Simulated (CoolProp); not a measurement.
Properties of nitrous oxide at several states.

Model: reference Helmholtz-energy equation of state, Lemmon 2006, in CoolProp. It is a short technical equation, of lower accuracy than the large ones.

| T (K) | p (kPa) | phase | cv (kJ/(kg K)) | fugacity coefficient |
|---|---|---|---|---|
| 302.3 | 175 | gas | 0.6952 | 0.9910 |
| 218.3 | 78 | gas | 0.6027 | 0.9889 |
| 277.5 | 35700 | liquid | 0.9155 | 0.1412 |
| 459.7 | 10.5 | gas | 0.8255 | 0.9999 |
| 260.7 | 44.6 | gas | 0.6487 | 0.9964 |
| 316.4 | 42.5 | gas | 0.7067 | 0.9981 |
